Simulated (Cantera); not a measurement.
Feed: 1 mol B2H6, 3.7 mol O2, at 14.0 mbar.

Equilibrium computed with Cantera from the NASA thermochemical tables; the gas is ideal and each condensed phase is pure. Candidate condensed phases: B, B2O3, B3O3H3, H2O; 23 gas species. The feed counts by its element totals alone. Gases not in the tables: H3BO3. Kinetics and transport are ignored. All values below are at 1275 °C.

Base state: H2O 0.591, HBO2 0.238, O2 0.166, B2O3 0.00401, OH 0.000781, BO2 0.000386, (HBO2)3 0.000221, H2 4.33e-5 (mole fractions); condensed: B2O3(l).

Q: What changes in the equilibrium state with this change: pressure from 14.0 mbar to 1.00 bar?

A: 
| species | before | after |
|---|---|---|
| H2O | 0.591 | 0.778 |
| O2 | 0.166 | 0.186 |
| HBO2 | 0.238 | 0.0323 |
| B2O3 | 0.00401 | 5.61e-5 |
| BO2 | 0.000386 | 1.62e-5 |
| (HBO2)3 | 0.000221 | 0.00282 |
| O | 2.62e-5 | 3.29e-6 |
| B2O3(l), mol | 0.479 | 0.923 |
